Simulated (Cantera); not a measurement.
**Moist CO burnout**

An isothermal, constant-pressure homogeneous reactor starts with CO : O₂ : H₂O : N₂ = 0.0047 : 0.01 : 0.0094 : 1 (molar parts), equivalence ratio 0.24, at 1425 K and 1.00 atm.

Computed with Cantera and GRI-Mech 3.0 (53 species, 325 reactions).

```csv
t (s),x CO,x O₂,x H₂O,x N₂O,x H₂,x NO,x H
6.00e-6,0.00459,0.00976,0.00918,<1e-12,<1e-12,<1e-12,1.33e-12
3.30e-5,0.00459,0.00976,0.00918,<1e-12,3.06e-12,<1e-12,4.45e-11
0.000181,0.00459,0.00976,0.00918,<1e-12,5.53e-10,<1e-12,1.46e-9
0.000996,0.00458,0.00976,0.00918,3.63e-10,5.79e-7,1.57e-12,6.15e-7
0.00548,0.000429,0.00764,0.00897,3.52e-7,9.54e-5,5.27e-7,8.16e-5
0.0301,1.12e-5,0.00748,0.00918,5.00e-7,3.12e-6,6.33e-7,4.87e-7
0.165,4.00e-7,0.00748,0.00919,1.67e-7,2.35e-7,6.45e-7,1.09e-8
0.910,8.37e-8,0.00749,0.00920,1.32e-8,7.26e-8,6.47e-7,1.91e-9
5.00,7.96e-8,0.00749,0.00920,1.24e-8,7.00e-8,6.50e-7,1.81e-9
```
x: mole fraction; the columns are a selection and need not sum to one.

Equilibrium at this temperature and pressure: CO 8.01e-8, O₂ 0.00740, H₂O 0.00920, N₂O 1.23e-8, H₂ 7.04e-8, NO 0.000175, H 1.81e-9 (gas phase only).
